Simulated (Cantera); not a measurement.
Charge: 1 mol PbCl₂, 430 mol H₂, at 698 K and 0.660 Torr.

Equilibrium computed with Cantera from the NASA thermochemical tables; the gas is ideal and each condensed phase is pure. Candidate condensed phases: Pb, PbCl₂; 10 gas species. Kinetics and transport are ignored.

Base state: H₂ 0.995, HCl 0.00462 (mole fractions); condensed: Pb(l).

Problem. What changes in the equilibrium state with this change: PbCl₂ replaced by SrCl₂?

Solution. 
| species | before | after |
|---|---|---|
| H₂ | 0.995 | 1.00 |
| HCl | 0.00462 | <1e-9 |
| Pb(l), mol | 0.993 | 0 |
| SrCl₂(s), mol | 0 | 1.00 |
Further candidate phases: Sr, SrCl₂.

Problem. What changes in the equilibrium state with this change: temperature from 698 K to 1948 K?

Solution. 
```
species      before     after
----------  -------  --------
H₂            0.995     0.956
H             <1e-9    0.0372
HCl         0.00462   0.00441
Pb          1.15e-6   0.00227
Cl            <1e-9  0.000129
Pb(l), mol    0.993         0
```

Problem. What changes in the equilibrium state with this change: temperature from 698 K to 2073.15 K?

Solution. 
```json
[
 {"species": "H₂", "before": "0.995", "after": "0.909"},
 {"species": "H", "before": "<1e-9", "after": "0.0846"},
 {"species": "HCl", "before": "0.00462", "after": "0.00415"},
 {"species": "Pb", "before": "1.15e-6", "after": "0.00222"},
 {"species": "Cl", "before": "<1e-9", "after": "0.000285"},
 {"species": "Pb(l), mol", "before": "0.993", "after": "0"}
]
```
